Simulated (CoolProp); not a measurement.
Vapour-liquid equilibrium of CHF3 (R23) (1) + R143a (2) at 0.05 MPa; x and y are mole fractions of (1).

Values from CoolProp's multi-fluid Helmholtz-energy mixture model, Penoncello 2003 and Lemmon and Jacobsen 2000; pair parameters Bell 2016.

Task: Give the bubble temperature and the first vapour's composition at x = 0.2, 0.35, 0.5. Is there an azeotrope?

Result: x = 0.2: 199.8 K, y = 0.609; x = 0.35: 193.2 K, y = 0.797; x = 0.5: 188.5 K, y = 0.888. No azeotrope shows between x = 0.05 and 0.95.

The pair parameters rest on a limited set of measurements; away from them the model extrapolates. The gap from Raoult's law changes sign with composition, which may be real or a fault of the pair parameters; it wasn't checked against measurements.
